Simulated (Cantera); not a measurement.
An isothermal, constant-pressure homogeneous reactor starts with 35.7 % C2H6, 64.3 % N2, at 1773 K and 3.15 Torr.

Computed with Cantera and GRI-Mech 3.0 (53 species, 325 reactions). GRI-Mech 3.0 stops at C3 and has no aromatics, soot or wall deposition, so with more carbon than oxygen in the feed, carbon stays in small species such as C2H2 where larger ones or solid carbon would form. Radical loss at walls, strong at low pressure, is not modelled.

One state of this run: x C2H6 = 2.37e-11; x H = 0.00285; x C2H = 1.11e-5; x C2H4 = 1.02e-5; x H2 = 0.415; x HCN = 6.35e-5. x: mole fraction; the columns are a selection and need not sum to one.

Which value of t (s) does it belong to?
(A) 0.323
(B) 15.3
(C) 200
(D) 0.000145

C, 200
